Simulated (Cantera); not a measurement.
An isothermal, constant-pressure homogeneous reactor starts with H2 : O2 : N2 = 0.041 : 1 : 0.016 (molar parts), at 1300 K and 0.0133 bar.

Detailed kinetics in Cantera: GRI-Mech 3.0 (53 species, 325 reactions). Radical loss at walls, strong at low pressure, is not modelled. The temperature is held fixed by assumption; the heat of reaction is taken as removed at once.

x: mole fraction; the columns are a selection and need not sum to one.

| t (s) | x H2 | x O2 | x HO2 | x H2O2 | x O | x H2O | x OH |
|---|---|---|---|---|---|---|---|
| 2.00e-6 | 0.0388 | 0.946 | 3.86e-10 | <1e-12 | 1.30e-11 | <1e-12 | 1.30e-11 |
| 1.07e-5 | 0.0388 | 0.946 | [?] | <1e-12 | 3.37e-10 | 1.70e-11 | 3.31e-10 |
| 5.77e-5 | 0.0388 | 0.946 | [?] | 2.26e-12 | [?] | [?] | [?] |
| 0.000310 | 0.0388 | 0.946 | 6.00e-8 | 6.38e-11 | 1.70e-7 | 1.74e-7 | 1.30e-7 |
| 0.00167 | 0.0304 | 0.939 | 1.89e-6 | 4.39e-8 | 0.00448 | 0.00611 | 0.00296 |
| 0.00894 | 0.000505 | 0.916 | 2.01e-6 | 5.60e-8 | 0.0267 | 0.0346 | 0.00355 |
| 0.0480 | 0.000321 | 0.927 | 1.72e-6 | 5.34e-8 | 0.0163 | 0.0365 | 0.00285 |
| 0.258 | 6.30e-5 | 0.941 | 7.99e-7 | 3.39e-8 | 0.00308 | 0.0387 | 0.00127 |
| 1.39 | 4.00e-6 | 0.945 | 1.22e-7 | 8.71e-9 | 0.000194 | 0.0394 | 0.000322 |
| 7.45 | 2.85e-7 | 0.945 | 2.00e-8 | 1.38e-9 | 1.38e-5 | 0.0395 | 8.61e-5 |
| 40.0 | 4.18e-8 | 0.945 | 2.21e-8 | 3.01e-10 | 2.03e-6 | 0.0395 | 3.31e-5 |

Q: What belongs in the gaps?

A: 
- 1.07e-5, x HO2: 2.07e-9
- 5.77e-5, x HO2: 1.11e-8
- 5.77e-5, x O: 6.59e-9
- 5.77e-5, x H2O: 1.80e-9
- 5.77e-5, x OH: 5.97e-9
